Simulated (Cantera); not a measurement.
Charge: 1 mol CuO, 0.47 mol CH₄, 4.4 mol H₂, equilibrated at 2398.15 K and 0.100 bar.

Equilibrium computed with Cantera from the NASA thermochemical tables; the gas is ideal and each condensed phase is pure. The numbers say what is thermodynamically allowed, not how fast it happens.

```
species    before     after
-------  --------  --------
H₂          0.673     0.641
Cu          0.143     0.141
H          0.0409    0.0789
H₂O        0.0741    0.0714
CO         0.0664    0.0651
O         3.36e-5  0.000155
OH       0.000826   0.00193
Cu₂      0.000276  0.000147
CO₂       0.00124   0.00115
```
Gas species are given as mole fractions.

What was changed between the two runs?
A. H₂ from 4.4 to 1.9 mol
B. CH₄ from 0.47 to 1.1 mol
C. temperature from 2398.15 K to 2550 K
D. temperature from 2398.15 K to 1425 K

C, temperature from 2398.15 K to 2550 K
